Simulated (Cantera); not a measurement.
Input: 1 mol SiO2, 0.76 mol SiCl4, 27 mol N2, at 950 °C and 1.33 mbar.

These are equilibrium values from Cantera (NASA tables, ideal gas, pure condensed phases), not measurements of a reactor. Candidate condensed phases: Si, SiO2, Si2N2O, Si3N4; 23 gas species. The tables' values for SiCl3 are old estimates; treat these amounts as uncertain. The tables hold silica as quartz up to 1696 K and as liquid above; real silica turns to tridymite and cristobalite and melts near 1996 K. The numbers say what is thermodynamically allowed, not how fast it happens.

Base state: N2 0.972, SiCl4 0.0272, Cl 0.000179, SiCl3 0.000165 (mole fractions); condensed: SiO2(β-quartz).

Question: What changes in the equilibrium state with this change: temperature from 950 °C to 1300 °C?

Answer: 
| species | before | after |
|---|---|---|
| N2 | 0.972 | 0.954 |
| Cl | 0.000179 | 0.0183 |
| SiCl4 | 0.0272 | 0.0163 |
| SiO | 5.57e-8 | 0.00237 |
| SiCl2 | 7.97e-6 | 0.00427 |
| Cl2 | 1.19e-6 | 5.12e-5 |
| SiCl3 | 0.000165 | 0.00514 |
| SiO2(β-quartz), mol | 1.000 | 0.967 |
